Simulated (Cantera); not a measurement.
Feed: 1 mol Fe3O4, a varied amount of CO, equilibrated at 2048 K and 1050 Torr.

These are equilibrium values from Cantera (NASA tables, ideal gas, pure condensed phases), not measurements of a reactor. Candidate condensed phases: C, Fe, Fe(CO)5, FeO, Fe2O3, Fe3O4; 15 gas species. Each liquid is taken as pure. Mutual solubility and eutectic melting of coexisting phases are not modelled. The tables' stoichiometric FeO is somewhat more stable than real wüstite, so its field is too wide. FeO: taken at fixed stoichiometry. Equilibrium is a limit: real reactors are often held back by kinetics, nucleation or transport.

x: gas mole fraction; n: condensed amount in mol.

```
n(CO) (mol)   x CO   x CO2      x Fe    x FeO     x O2      x O  n FeO(l)  n Fe(l)
-----------  -----  ------  --------  -------  -------  -------  --------  -------
2            0.500   0.500   4.38e-5  4.65e-6  2.73e-6  1.34e-6      3.00        0
3.3          0.697   0.303  0.000101  4.65e-6  5.17e-7  5.83e-7      3.00        0
4.7          0.787   0.213  0.000162  4.65e-6  2.00e-7  3.62e-7      3.00        0
6.1          0.836     [?]       [?]  4.65e-6      [?]      [?]      3.00        0
7.5          0.866   0.134  0.000284  4.65e-6  6.50e-8  2.07e-7      3.00        0
8.9          0.887   0.113  0.000344  4.65e-6  4.41e-8  1.70e-7      3.00        0
10           0.899   0.100  0.000392  4.65e-6  3.40e-8  1.50e-7      3.00        0
12           0.909  0.0903  0.000441  4.65e-6  2.70e-8  1.33e-7      2.92   0.0789
13           0.909  0.0903  0.000441  4.65e-6  2.70e-8  1.33e-7      2.83    0.169
14           0.909  0.0903  0.000441  4.65e-6  2.70e-8  1.33e-7      2.74    0.259
16           0.909  0.0903  0.000441  4.65e-6  2.70e-8  1.33e-7      2.55      [?]
17           0.909  0.0903  0.000441  4.65e-6  2.70e-8  1.33e-7      2.46    0.528
19           0.909  0.0903  0.000441  4.65e-6  2.70e-8  1.33e-7      2.28    0.708
```

Problem. Some entries are withheld; supply them.

Solution. 
- 6.1, x CO2: 0.164
- 6.1, x Fe: 0.000223
- 6.1, x O2: 1.05e-7
- 6.1, x O: 2.63e-7
- 16, n Fe(l): 0.438
